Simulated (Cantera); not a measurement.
# MgCl₂ + H₂O + H₂ (halide evaporation, hydrolysis and transport)

Feed: 1 mol MgCl₂, 0.21 mol H₂O, 42 mol H₂, at 1325 K and 405 Torr.

Equilibrium computed with Cantera from the NASA thermochemical tables; the gas is ideal and each condensed phase is pure. Candidate condensed phases: H₂O, Mg, MgCl₂, MgO, Mg(OH)₂; 22 gas species. Kinetics and transport are ignored.

* **x(H₂)**: 0.972
* **x(MgCl₂)**: 0.0183
* **x(HCl)**: 0.00971
* **x(H₂O)**: 6.58e-6
* **x(H)**: 2.19e-6
* **x(Mg)**: 1.60e-6
* **x(MgCl)**: 1.10e-6
* **n(MgO(s))**: 0.210 mol
* **gas amount**: 43.21 mol
* **log10 activity of Mg(l) (absent)**: -5.92
